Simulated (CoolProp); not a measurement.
Vapour-liquid equilibrium of n-pentane (1) + acetone (2) at 1.21 MPa; x and y are mole fractions of (1).

Computed with CoolProp (multi-fluid Helmholtz-energy mixture model, Thol 2019 and Lemmon 2006; pair parameters Bell 2016).

### Question
Give the bubble temperature and the first vapour's composition at x = 0.05, 0.5, 0.8. Is there an azeotrope?

### Answer
x = 0.05: 420.9 K, y = 0.117; x = 0.5: 402.6 K, y = 0.574; x = 0.8: 402.2 K, y = 0.765. y crosses x between x = 0.65 and 0.8: the model has an azeotrope there.

Pair parameters are fitted to limited data, so mixtures are less certain than the pure fluids.
